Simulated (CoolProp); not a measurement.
Values from CoolProp's reference Helmholtz-energy equation of state, Bücker 2006.

Question: Give the vapour pressure (bar), liquid density (kg/m³), enthalpy of vaporisation (kJ/kg), surface tension (mN/m) of saturated isobutane at 47.75, 87.45 °C.

Answer: 
```json
[
 {"T (°C)": "47.75", "p (bar)": "6.48", "liquid density (kg/m³)": "521", "enthalpy of vaporisation (kJ/kg)": "302", "surface tension (mN/m)": "7.52"},
 {"T (°C)": "87.45", "p (bar)": "15.6", "liquid density (kg/m³)": "456", "enthalpy of vaporisation (kJ/kg)": "238", "surface tension (mN/m)": "3.50"}
]
```

Surface tension comes from a separate correlation (Mulero 2012).
